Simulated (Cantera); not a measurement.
A Cantera script and what it prints.

```python
import numpy as np
import cantera as ct

gas_names = """
    CL CL2 H HCL H2 N NH NH2 NH3 N2 N2H2 N2H4 Si SiCL SiCL2 SiCL3 SiCL4 SiH SiHCL3 SiH2 SiH2CL2 SiH3
    SiH3CL SiH4 SiN Si2 Si2N Si3
""".split()
cond_names = """
    NH4CL(a) NH4CL(b) Si(cr) Si(L) Si3N4(a)
""".split()


# ... load() reads the species with a 1 bar reference pressure and builds the phases ...
atoms = {
    'SiHCl3': {'Si': 1, 'H': 1, 'CL': 3},
    'NH3': {'N': 1, 'H': 3},
    'N2': {'N': 2},
}
top_T = {'Si3N4(a)': 2400}  # K; cautious upper limits of use, not melting points


# ... equilibrate(T, P, feed) seeds the gas with the atoms and calls Mixture.equilibrate('TP', solver="vcs", rtol=1e-11, max_steps=5000) ...
results = []
feed = {'SiHCl3': 1, 'NH3': 22, 'N2': 12}  # mol
P = 100000  # Pa
for T in [723, 823, 923, 1023, 1123, 1223, 1323, 1423, 1523, 1623, 1723, 1823, 1923]:
    mix = equilibrate(T, P, feed)
    results.append((T, P, feed, dict(zip(mix.species_names, mix.species_moles))))

top = {s: max(r[3][s] / sum(r[3][g] for g in gas_names) for r in results) for s in gas_names}
cols = sorted((s for s in top if top[s] > 1e-06), key=lambda s: -top[s])[:8]
seen = [c for c in cond_names if any(r[3].get(c, 0) > 1e-12 for r in results)]
print("log10 of partial pressures in bar; condensed amounts in mol")
print(f"{'T/K':>10s}" + "".join(f"{s[:9]:>10s}" for s in cols + seen))
for T, P, feed, n in results:
    ng = sum(n[g] for g in gas_names)
    print(f"{T:10.4g}" + "".join(f"{np.log10(max(n[s] / ng * P / 1e5, 1e-99)):10.3f}" for s in cols)
          + "".join(f"{n.get(c, 0):10.4g}" for c in seen))
```

It prints:

```
log10 of partial pressures in bar; condensed amounts in mol
       T/K        H2        N2       HCL     SiCL2       NH3         H     SiCL4     SiCL3  Si3N4(a)
       723    -0.254    -0.410    -1.283   -14.323    -2.740   -13.201    -4.169   -10.445     0.332
       823    -0.254    -0.410    -1.282   -11.985    -3.208   -11.261    -4.485    -9.212    0.3327
       923    -0.253    -0.409    -1.282   -10.156    -3.581    -9.738    -4.723    -8.242     0.333
      1023    -0.253    -0.409    -1.282    -8.686    -3.885    -8.510    -4.908    -7.459    0.3331
      1123    -0.253    -0.409    -1.282    -7.482    -4.137    -7.497    -5.057    -6.816    0.3331
      1223    -0.253    -0.409    -1.282    -6.478    -4.349    -6.649    -5.179    -6.279    0.3331
      1323    -0.253    -0.409    -1.282    -5.630    -4.530    -5.926    -5.281    -5.825    0.3331
      1423    -0.253    -0.409    -1.282    -4.904    -4.686    -5.304    -5.370    -5.436    0.3329
      1523    -0.253    -0.409    -1.283    -4.279    -4.822    -4.763    -5.449    -5.102     0.332
      1623    -0.253    -0.409    -1.285    -3.737    -4.941    -4.287    -5.526    -4.815    0.3294
      1723    -0.253    -0.409    -1.292    -3.269    -5.046    -3.866    -5.612    -4.577    0.3223
      1823    -0.253    -0.409    -1.306    -2.873    -5.139    -3.490    -5.724    -4.393    0.3066
      1923    -0.252    -0.408    -1.334    -2.551    -5.221    -3.152    -5.885    -4.275    0.2777
```

Method: chemical equilibrium by Gibbs-energy minimisation in Cantera with the NASA 1993 tables (ideal gas, pure condensed phases). The tables' values for SiCl3, SiCl are old estimates; treat these amounts as uncertain. Gases not in the tables: Si2H6 and higher silanes.
